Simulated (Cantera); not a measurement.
An isothermal, constant-pressure homogeneous reactor starts with C2H6 : H2 = 1 : 23 (molar parts), at 1148 K and 10.00 Torr.

Computed with Cantera and GRI-Mech 3.0 (53 species, 325 reactions). GRI-Mech 3.0 stops at C3 and has no aromatics, soot or wall deposition, so with more carbon than oxygen in the feed, carbon stays in small species such as C2H2 where larger ones or solid carbon would form. Radical loss at walls, strong at low pressure, is not modelled.

x: mole fraction; the columns are a selection and need not sum to one.

```csv
t (s),x C2H6,x H2,x CH4,x C2H,x C2H2,x H,x CH3
7.00e-6,0.0417,0.958,3.24e-10,<1e-12,<1e-12,3.09e-10,2.44e-8
1.90e-5,0.0417,0.958,2.35e-9,<1e-12,<1e-12,2.09e-9,6.46e-8
5.15e-5,0.0417,0.958,1.66e-8,<1e-12,<1e-12,1.27e-8,1.65e-7
0.000140,0.0417,0.958,1.10e-7,<1e-12,<1e-12,6.10e-8,3.83e-7
0.000378,0.0417,0.958,6.25e-7,<1e-12,<1e-12,2.18e-7,7.11e-7
0.00103,0.0417,0.958,2.72e-6,<1e-12,1.84e-12,6.49e-7,9.29e-7
0.00278,0.0416,0.958,(withheld),<1e-12,1.58e-10,(withheld),(withheld)
0.00755,0.0414,0.958,4.00e-5,<1e-12,9.95e-9,4.82e-6,2.49e-6
0.0205,0.0401,0.958,0.000334,<1e-12,4.99e-7,1.20e-5,1.03e-5
0.0555,0.0330,0.957,0.00300,<1e-12,1.63e-5,2.26e-5,2.81e-5
0.150,0.0156,0.953,0.0115,<1e-12,0.000215,2.69e-5,2.39e-5
0.408,(withheld),0.951,0.0180,2.26e-12,(withheld),(withheld),(withheld)
1.11,0.000342,0.950,0.0189,1.94e-12,0.00232,7.44e-6,2.84e-6
3.00,0.000109,0.950,0.0191,1.63e-12,0.00373,3.90e-6,1.48e-6
```

Question: Fill in the missing entries.

Answer: 
- 0.00278, x CH4: 9.44e-6
- 0.00278, x H: 1.81e-6
- 0.00278, x CH3: 1.12e-6
- 0.408, x C2H6: 0.00261
- 0.408, x C2H2: 0.00107
- 0.408, x H: 1.87e-5
- 0.408, x CH3: 8.35e-6
